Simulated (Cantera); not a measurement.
What does this Cantera script print?

```python
import numpy as np
import cantera as ct

gas = ct.Solution("h2o2.yaml")
gas.TPX = 300, 340000, {'H2': 1, 'O2': 0.357, 'N2': 1.18}
flame = ct.FreeFlame(gas, width=0.017)
flame.set_refine_criteria(ratio=3, slope=0.08, curve=0.16)
flame.transport_model = "mixture-averaged"
flame.solve(loglevel=0, auto=True)
z, T = flame.grid, flame.T
thick = (T[-1] - T[0]) / np.gradient(T, z).max()
show = ['H2', 'O2', 'OH', 'HO2', 'H', 'H2O']
print(f"laminar burning velocity  {flame.velocity[0] * 100:.3f} cm/s")
print(f"burnt temperature         {T[-1]:.1f} K")
print(f"thermal thickness         {thick * 1e3:.4f} mm")
print(f"grid points               {len(z)}")
z0 = z[flame.heat_release_rate.argmax()]
print(f"{'z/mm':>9s}{'T/K':>9s}{'u/(m/s)':>9s}" + "".join(f"{s:>11s}" for s in show))
rows = []
for k in (-3, -2, -1.5, -1, -0.5, -0.25, 0, 0.25, 0.5, 1, 2, 4, 8):
    zz = z0 + k * thick
    rows.append([k * thick, np.interp(zz, z, T), np.interp(zz, z, flame.velocity),
                 *(np.interp(zz, z, flame.X[gas.species_index(s)]) for s in show)])
    print(f"{rows[-1][0] * 1e3:9.3f}{rows[-1][1]:9.1f}{rows[-1][2]:9.3f}" + "".join(f"{x:11.3e}" for x in rows[-1][3:]))
```

Output:

```
laminar burning velocity  350.680 cm/s
burnt temperature         2416.8 K
thermal thickness         0.0669 mm
grid points               113
     z/mm      T/K  u/(m/s)         H2         O2         OH        HO2          H        H2O
   -0.201    300.0    3.507  3.942e-01  1.407e-01  1.238e-14  2.976e-12  5.216e-17  3.427e-11
   -0.134    300.0    3.507  3.942e-01  1.407e-01  4.400e-12  2.731e-10  1.686e-14  2.781e-09
   -0.100    300.0    3.507  3.941e-01  1.407e-01  1.412e-10  4.932e-09  5.362e-13  4.723e-08
   -0.067    300.5    3.510  3.936e-01  1.408e-01  1.057e-08  1.708e-07  4.082e-11  1.525e-06
   -0.033    328.9    3.789  3.841e-01  1.428e-01  7.860e-06  7.354e-05  1.422e-07  5.293e-04
   -0.017    613.7    6.789  3.450e-01  1.401e-01  1.063e-03  1.079e-03  1.209e-03  1.981e-02
    0.000   1118.4   11.945  2.714e-01  1.132e-01  2.159e-03  4.003e-04  1.566e-02  8.893e-02
    0.017   1487.7   15.665  1.923e-01  6.628e-02  5.016e-03  1.844e-04  3.793e-02  1.801e-01
    0.033   1701.8   17.821  1.419e-01  3.015e-02  8.173e-03  7.783e-05  5.114e-02  2.455e-01
    0.067   1895.3   19.694  1.156e-01  7.900e-03  1.097e-02  1.896e-05  5.121e-02  2.872e-01
    0.134   2054.1   21.144  1.157e-01  3.231e-03  1.110e-02  7.454e-06  3.894e-02  3.002e-01
    0.268   2186.7   22.304  1.189e-01  1.718e-03  9.418e-03  3.808e-06  2.655e-02  3.089e-01
    0.535   2286.8   23.152  1.212e-01  7.854e-04  6.986e-03  1.707e-06  1.694e-02  3.164e-01
```

Model: the H2/O2 subset of GRI-Mech 3.0, which has no nitrogen chemistry, integrated in Cantera. The hydrogen kinetics of GRI-Mech 3.0 are dated; newer H2 mechanisms differ, most at raised pressure. Burning velocities carry a grid error of a few per cent, more on coarse grids.
